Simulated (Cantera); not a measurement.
## Adiabatic ignition

An adiabatic, constant-pressure homogeneous reactor starts with CH4 : H2 : O2 : N2 = 1 : 0.14 : 1.2 : 7.08 (molar parts), equivalence ratio 1.7, at 1225 K and 0.760 atm.

Cantera simulation using GRI-Mech 3.0 (53 species, 325 reactions); the numbers are that mechanism's predictions, not measurements.

```json
[
 {"t (s)": "1.00e-6", "T (K)": "1225", "x CH4": "0.106", "x H2": "0.0149", "x O2": "0.127", "x C2H2": "<1e-12", "x H": "1.26e-10", "x NO": "<1e-12", "x HCO": "<1e-12"},
 {"t (s)": "2.47e-6", "T (K)": "1225", "x CH4": "0.106", "x H2": "0.0149", "x O2": "0.127", "x C2H2": "<1e-12", "x H": "2.04e-10", "x NO": "<1e-12", "x HCO": "<1e-12"},
 {"t (s)": "6.12e-6", "T (K)": "1225", "x CH4": "0.106", "x H2": "0.0149", "x O2": "0.127", "x C2H2": "<1e-12", "x H": "2.59e-10", "x NO": "<1e-12", "x HCO": "<1e-12"},
 {"t (s)": "1.52e-5", "T (K)": "1225", "x CH4": "0.106", "x H2": "0.0149", "x O2": "0.127", "x C2H2": "<1e-12", "x H": "3.21e-10", "x NO": "<1e-12", "x HCO": "<1e-12"},
 {"t (s)": "3.75e-5", "T (K)": "1225", "x CH4": "0.106", "x H2": "0.0149", "x O2": "0.127", "x C2H2": "<1e-12", "x H": "4.77e-10", "x NO": "<1e-12", "x HCO": "<1e-12"},
 {"t (s)": "9.28e-5", "T (K)": "1225", "x CH4": "0.106", "x H2": "0.0149", "x O2": "0.127", "x C2H2": "<1e-12", "x H": "9.19e-10", "x NO": "<1e-12", "x HCO": "<1e-12"},
 {"t (s)": "0.000230", "T (K)": "1225", "x CH4": "0.106", "x H2": "0.0149", "x O2": "0.127", "x C2H2": "<1e-12", "x H": "2.44e-9", "x NO": "<1e-12", "x HCO": "<1e-12"},
 {"t (s)": "0.000569", "T (K)": "1225", "x CH4": "0.106", "x H2": "0.0149", "x O2": "0.127", "x C2H2": "<1e-12", "x H": "1.06e-8", "x NO": "<1e-12", "x HCO": "<1e-12"},
 {"t (s)": "0.00141", "T (K)": "1225", "x CH4": "0.106", "x H2": "0.0149", "x O2": "0.127", "x C2H2": "1.28e-12", "x H": "9.74e-8", "x NO": "<1e-12", "x HCO": "1.65e-11"},
 {"t (s)": "0.00348", "T (K)": "1226", "x CH4": "0.106", "x H2": "0.0148", "x O2": "0.127", "x C2H2": "9.23e-10", "x H": "2.67e-7", "x NO": "<1e-12", "x HCO": "5.38e-10"},
 {"t (s)": "0.00862", "T (K)": "1232", "x CH4": "0.105", "x H2": "0.0146", "x O2": "0.127", "x C2H2": "3.73e-8", "x H": "3.52e-7", "x NO": "<1e-12", "x HCO": "3.04e-9"},
 {"t (s)": "0.0213", "T (K)": "1287", "x CH4": "0.0952", "x H2": "0.0164", "x O2": "0.119", "x C2H2": "4.73e-6", "x H": "2.01e-6", "x NO": "2.31e-12", "x HCO": "9.14e-8"},
 {"t (s)": "0.0528", "T (K)": "2204", "x CH4": "3.91e-12", "x H2": "0.0908", "x O2": "2.99e-6", "x C2H2": "<1e-12", "x H": "0.00199", "x NO": "0.000100", "x HCO": "2.80e-8"},
 {"t (s)": "0.131", "T (K)": "2204", "x CH4": "3.83e-12", "x H2": "0.0908", "x O2": "3.00e-6", "x C2H2": "<1e-12", "x H": "0.00199", "x NO": "6.96e-5", "x HCO": "2.81e-8"},
 {"t (s)": "0.323", "T (K)": "2204", "x CH4": "3.79e-12", "x H2": "0.0907", "x O2": "3.01e-6", "x C2H2": "<1e-12", "x H": "0.00199", "x NO": "5.01e-5", "x HCO": "2.81e-8"},
 {"t (s)": "0.800", "T (K)": "2204", "x CH4": "3.78e-12", "x H2": "0.0907", "x O2": "3.01e-6", "x C2H2": "<1e-12", "x H": "0.00199", "x NO": "4.55e-5", "x HCO": "2.81e-8"}
]
```
x: mole fraction; the columns are a selection and need not sum to one.

```json
{
  "time_of_steepest_temperature_rise": "24.8 ms",
  "temperature at 0.800 s": "2204 K",
  "equilibrium_temperature": "2204 K",
  "x(CH4) at 0.800 s": "3.78e-12 (gas-phase equilibrium 4.29e-12)",
  "x(H2) at 0.800 s": "0.0907 (gas-phase equilibrium 0.0907)",
  "x(O2) at 0.800 s": "3.01e-6 (gas-phase equilibrium 3.01e-6)"
}
```
